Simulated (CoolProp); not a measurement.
Methanol at 298.15 K and 0.839 MPa flows at 0.37 m/s in a round tube of 12.7 mm bore and 0.25 µm roughness, fully developed (64/Re and Nu = 3.66 if laminar; Colebrook and Gnielinski if turbulent). Each further row changes one setting.

The numbers come from the reference Helmholtz-energy equation of state, de Reuck 1993 in CoolProp.

| case | Reynolds number | Darcy friction factor | pressure drop (Pa/m) | heat-transfer coefficient (W/(m² K)) | mass flow (kg/h) |
|---|---|---|---|---|---|
| as stated | ___ | 0.0343 | ___ | 848 | 133 |
| velocity 0.74 m/s | 13500 | 0.0286 | 485 | ___ | 266 |
| diameter 25.4 mm | 13500 | 0.0286 | 60.6 | 815 | 531 |

Task: Complete the blanks.

Result: 
- as stated, Reynolds number: 6770
- as stated, pressure drop (Pa/m): 146
- velocity 0.74 m/s, heat-transfer coefficient (W/(m² K)): 1630

Viscosity comes from a separate model (Xiang 2006). Thermal conductivity comes from a separate model (Sykioti 2013).
